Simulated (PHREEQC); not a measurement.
NaF is added in steps, without added water, to 1 kg of water holding 0.00039 mol H2SeO4 and 0.0005 mol CaCl2, at 25 °C. Oxygen is held at 0.21 atm. CO2 from the air is kept out. Solids allowed: Fluorite, Portlandite, Halite. Others were left out.

Base run: PHREEQC, ion-association model, wateq4f.dat. Each further column changes one thing. The table gives F in solution (mol/kgw).

| NaF added (mol) | base | metal-ligand complexes left out | Debye-Hückel limiting law | Davies equation for every ion | all activity coefficients set to 1 |
|---|---|---|---|---|---|
| 0 | 0 | 0 | 0 | 0 | 0 |
| 0.0001875 | 0.000188 | 0.000188 | 0.000188 | 0.000188 | 0.000188 |
| 0.0003281 | 0.000328 | 0.000328 | 0.000328 | 0.000328 | 0.000328 |
| 0.0005156 | 0.000480 | 0.000479 | 0.000484 | 0.000480 | ___ |
| 0.0006563 | 0.000507 | 0.000506 | 0.000511 | 0.000507 | 0.000462 |
| 0.0008437 | 0.000550 | 0.000549 | 0.000554 | 0.000550 | 0.000504 |
| 0.0009844 | 0.000588 | 0.000587 | 0.000592 | 0.000588 | ___ |
| 0.001172 | 0.000650 | 0.000649 | 0.000654 | 0.000651 | 0.000604 |
| 0.001313 | 0.000707 | 0.000706 | 0.000711 | 0.000707 | ___ |
| 0.0015 | 0.000798 | 0.000797 | 0.000801 | 0.000798 | 0.000755 |

Task: Fill in the missing entries.

Result: 
- 0.0005156, all activity coefficients set to 1: 0.000436
- 0.0009844, all activity coefficients set to 1: 0.000542
- 0.001313, all activity coefficients set to 1: 0.000662
